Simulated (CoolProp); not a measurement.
Vapour-liquid equilibrium of R1234yf (1) + R227EA (2) at -43.75 °C; x and y are mole fractions of (1).

Computed with CoolProp (multi-fluid Helmholtz-energy mixture model, Lemmon 2022 and Lemmon 2016; pair parameters Bell 2016).

```csv
x,bubble pressure (kPa),y at the bubble point,dew pressure at overall composition x (kPa),liquid density (mol/L)
0.05,27.46,0.096,26.79,9.694
0.15,30.13,0.261,28.29,9.853
0.25,32.73,0.397,29.95,10.02
0.35,35.28,0.513,31.80,[?]
0.45,37.79,0.613,33.86,10.36
0.55,40.30,0.702,36.18,10.54
0.65,[?],0.781,[?],10.72
0.75,45.31,0.851,41.80,10.92
0.85,47.83,0.915,[?],11.11
0.95,50.36,0.973,49.31,11.32
```

Question: Some entries are withheld; supply them.

Answer: 
- 0.35, liquid density (mol/L): 10.19
- 0.65, bubble pressure (kPa): 42.80
- 0.65, dew pressure at overall composition x (kPa): 38.80
- 0.85, dew pressure at overall composition x (kPa): 45.26

No azeotrope shows between x = 0.05 and 0.95.

The pair parameters rest on a limited set of measurements; away from them the model extrapolates.
